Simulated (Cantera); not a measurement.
Input: 1 mol CO, 4.5 mol H2O, held at 750 Torr.

These are equilibrium values from Cantera (NASA tables, ideal gas, pure condensed phases), not measurements of a reactor. Candidate condensed phases: C, C6H6, C7H8, C8H18, H2O; 110 gas species. Kinetics and transport are ignored.

x: gas mole fraction; nothing condenses.

```json
[
 {"T (K)": "1900", "x H2O": "0.708", "x CO2": "0.110", "x H2": "0.110", "x CO": "0.0718", "x OH": "0.000139", "x H": "0.000263"},
 {"T (K)": "1975", "x H2O": "0.710", "x CO2": "0.108", "x H2": "0.108", "x CO": "0.0738", "x OH": "0.000282", "x H": "0.000449"},
 {"T (K)": "2050", "x H2O": "0.711", "x CO2": "0.106", "x H2": "0.106", "x CO": "0.0755", "x OH": "(withheld)", "x H": "(withheld)"},
 {"T (K)": "2125", "x H2O": "0.712", "x CO2": "0.104", "x H2": "0.104", "x CO": "0.0771", "x OH": "0.000992", "x H": "0.00117"},
 {"T (K)": "2200", "x H2O": "0.712", "x CO2": "0.103", "x H2": "0.103", "x CO": "0.0786", "x OH": "0.00174", "x H": "0.00181"},
 {"T (K)": "2275", "x H2O": "0.711", "x CO2": "0.101", "x H2": "0.102", "x CO": "0.0800", "x OH": "0.00295", "x H": "0.00271"},
 {"T (K)": "2350", "x H2O": "0.709", "x CO2": "0.0995", "x H2": "0.101", "x CO": "0.0814", "x OH": "(withheld)", "x H": "(withheld)"},
 {"T (K)": "2425", "x H2O": "0.705", "x CO2": "0.0974", "x H2": "0.100", "x CO": "0.0830", "x OH": "0.00755", "x H": "0.00567"},
 {"T (K)": "2500", "x H2O": "0.698", "x CO2": "0.0949", "x H2": "0.101", "x CO": "0.0848", "x OH": "0.0115", "x H": "0.00798"},
 {"T (K)": "2575", "x H2O": "0.687", "x CO2": "0.0915", "x H2": "0.102", "x CO": "0.0870", "x OH": "0.0168", "x H": "0.0111"}
]
```

Q: Fill in the missing entries.

A: 
- 2050, x OH: 0.000541
- 2050, x H: 0.000739
- 2350, x OH: 0.00480
- 2350, x H: 0.00396
